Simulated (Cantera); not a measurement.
Feed: 1 mol TiCl4, 17 mol H2O, at 0.000730 bar.

Cantera equilibrium calculation (NASA polynomials, part measured and part estimated; ideal gas, pure solids and liquids). Candidate condensed phases: H2O, Ti, TiCl2, TiCl3, TiCl4, TiO, TiO2, Ti2O3, Ti3O5, Ti4O7; 23 gas species. Kinetics and transport are ignored.

x: gas mole fraction; n: condensed amount in mol.

```json
[
 {"T (K)": "1350", "x H2O": "0.789", "x HCl": "0.210", "x H2": "0.000568", "x Cl": "0.000647", "x O2": "0.000110", "x OH": "4.74e-5", "n TiO2(rutile)": "1.00"},
 {"T (K)": "1425", "x H2O": "0.788", "x HCl": "0.209", "x H2": "0.00120", "x Cl": "0.00125", "x O2": "0.000257", "x OH": "0.000126", "n TiO2(rutile)": "1.00"},
 {"T (K)": "1500", "x H2O": "0.787", "x HCl": "0.208", "x H2": "0.00236", "x Cl": "0.00225", "x O2": "0.000546", "x OH": "0.000301", "n TiO2(rutile)": "1.00"},
 {"T (K)": "1575", "x H2O": "0.784", "x HCl": "0.206", "x H2": "0.00435", "x Cl": "0.00382", "x O2": "0.00108", "x OH": "0.000664", "n TiO2(rutile)": "1.00"},
 {"T (K)": "1650", "x H2O": "0.779", "x HCl": "0.203", "x H2": "?", "x Cl": "?", "x O2": "?", "x OH": "?", "n TiO2(rutile)": "1.000"},
 {"T (K)": "1725", "x H2O": "0.772", "x HCl": "0.199", "x H2": "?", "x Cl": "?", "x O2": "?", "x OH": "?", "n TiO2(rutile)": "1.000"},
 {"T (K)": "1800", "x H2O": "0.760", "x HCl": "0.193", "x H2": "0.0201", "x Cl": "0.0138", "x O2": "0.00570", "x OH": "0.00470", "n TiO2(rutile)": "1.000"},
 {"T (K)": "1875", "x H2O": "0.742", "x HCl": "0.186", "x H2": "0.0305", "x Cl": "0.0195", "x O2": "0.00900", "x OH": "0.00804", "n TiO2(rutile)": "0.999"},
 {"T (K)": "1950", "x H2O": "0.716", "x HCl": "0.176", "x H2": "0.0445", "x Cl": "0.0265", "x O2": "0.0136", "x OH": "0.0131", "n TiO2(rutile)": "0.998"}
]
```

Complete the blanks.


- 1725, x H2: 0.0126
- 1725, x Cl: 0.00942
- 1725, x O2: 0.00345
- 1725, x OH: 0.00260
- 1650, x H2: 0.00761
- 1650, x Cl: 0.00614
- 1650, x O2: 0.00198
- 1650, x OH: 0.00136
